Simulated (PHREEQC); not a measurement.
# Brine: an equilibrium model

Dissolve 2 mol/kgw Na2CO3 and 0.059 mol/kgw KBr at 25 °C. Closed to the air; pH follows from the charge balance.

Equilibrium calculation in PHREEQC: Pitzer model, pitzer.dat.

```yaml
pH: 11.89
ionic_strength: 6.05 mol/kgw
activity_of_water: 0.926
density: 1.186 g/cm³
osmotic_coefficient: 0.695
total_alkalinity: 4000 meq/kg
```

```csv
species,molality,activity,log γ
Na+,4.00,1.73,-0.364
CO3-2,1.99,0.0684,-1.464
Br-,0.0590,0.0435,-0.133
K+,0.0590,0.0357,-0.218
OH-,0.00797,0.00725,-0.041
HCO3-,0.00797,0.00193,-0.616
CO2,2.98e-9,5.91e-9,0.298
```

Precipitation was switched off in this run. In brines, pH and single-ion activities rest on the MacInnes convention.
